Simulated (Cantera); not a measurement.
Feed: 1 mol TiN, 26 mol HCl, equilibrated at 1573.15 K and 0.140 bar.

Cantera equilibrium calculation (NASA polynomials, part measured and part estimated; ideal gas, pure solids and liquids). Candidate condensed phases: NH4Cl, Ti, TiCl2, TiCl3, TiCl4, TiN; 17 gas species. The tables' values for TiCl2 are old estimates; treat these amounts as uncertain. Kinetics and transport are ignored.

Base state: HCl 0.869, H2 0.0723, TiCl4 0.0274, N2 0.0195, TiCl3 0.0116, Cl 0.000280, H 2.93e-5, TiCl2 1.27e-5 (mole fractions); condensed: gas only.

Question: What changes in the equilibrium state with this change: temperature from 1573.15 K to 1700 K?

Answer: 
```tsv
species	before	after
HCl	0.869	0.871
H2	0.0723	0.0692
TiCl4	0.0274	0.0211
TiCl3	0.0116	0.0177
N2	0.0195	0.0194
TiCl2	1.27e-5	5.99e-5
Cl	0.000280	0.00101
```
